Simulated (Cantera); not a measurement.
Feed: 1 mol Pb, 66 mol H2, at 675 °C and 10.0 bar.

Equilibrium computed with Cantera from the NASA thermochemical tables; the gas is ideal and each condensed phase is pure. Candidate condensed phases: Pb; 4 gas species. Rates play no part.

Base state: H2 1.00 (mole fractions); condensed: Pb(l).

Task: What changes in the equilibrium state with this change: temperature from 675 °C to 1300 °C?

Result: 
```
species      before    after
----------  -------  -------
H2             1.00    0.995
Pb          4.79e-7  0.00481
H             <1e-9  1.28e-5
Pb(l), mol    1.000    0.681
```

Task: What changes in the equilibrium state with this change: Pb replaced by PbO?

Result: 
| species | before | after |
|---|---|---|
| H2 | 1.00 | 0.985 |
| H2O | 0 | 0.0152 |
| Pb(l), mol | 1.000 | 1.000 |
Further candidate phases: H2O, PbO, PbO2, Pb3O4.
